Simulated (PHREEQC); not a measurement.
0.076 g of hydrous ferric oxide (600 m²/g; 0.2 weak and 0.005 strong sites per Fe, Dzombak-Morel constants, diffuse double layer) in 1 kg of water with 0.01 mol/kgw of an inert sodium salt, at 25 °C; the pH is set by adding NaOH or the inert anion's acid. O2 is buffered at 0.21 atm. The system is closed to CO2. No solid was allowed to form.

The numbers come from PHREEQC with the ion-association model, wateq4f.dat.

```json
[
 {"pH": "3", "surface charge σ (C/m²)": "0.325", "surface potential ψ (mV)": "203"},
 {"pH": "3.5", "surface charge σ (C/m²)": "0.275", "surface potential ψ (mV)": "197"},
 {"pH": "4", "surface charge σ (C/m²)": "[?]", "surface potential ψ (mV)": "185"},
 {"pH": "4.5", "surface charge σ (C/m²)": "0.160", "surface potential ψ (mV)": "170"},
 {"pH": "5", "surface charge σ (C/m²)": "[?]", "surface potential ψ (mV)": "152"},
 {"pH": "5.5", "surface charge σ (C/m²)": "0.077", "surface potential ψ (mV)": "132"},
 {"pH": "6", "surface charge σ (C/m²)": "[?]", "surface potential ψ (mV)": "110"},
 {"pH": "6.5", "surface charge σ (C/m²)": "0.030", "surface potential ψ (mV)": "86"},
 {"pH": "7", "surface charge σ (C/m²)": "0.017", "surface potential ψ (mV)": "61"},
 {"pH": "7.5", "surface charge σ (C/m²)": "0.008", "surface potential ψ (mV)": "34"},
 {"pH": "8", "surface charge σ (C/m²)": "0.001", "surface potential ψ (mV)": "6"},
 {"pH": "8.5", "surface charge σ (C/m²)": "-0.005", "surface potential ψ (mV)": "-22"},
 {"pH": "9", "surface charge σ (C/m²)": "-0.013", "surface potential ψ (mV)": "[?]"},
 {"pH": "9.5", "surface charge σ (C/m²)": "-0.024", "surface potential ψ (mV)": "-75"},
 {"pH": "10", "surface charge σ (C/m²)": "-0.040", "surface potential ψ (mV)": "-100"},
 {"pH": "10.5", "surface charge σ (C/m²)": "-0.064", "surface potential ψ (mV)": "-123"},
 {"pH": "11", "surface charge σ (C/m²)": "-0.099", "surface potential ψ (mV)": "-143"}
]
```

Problem. Some entries are withheld; supply them.

Solution. 
- 4, surface charge σ (C/m²): 0.216
- 5, surface charge σ (C/m²): 0.113
- 6, surface charge σ (C/m²): 0.050
- 9, surface potential ψ (mV): -49

The oxide is taken as insoluble; below pH 4 it would dissolve.
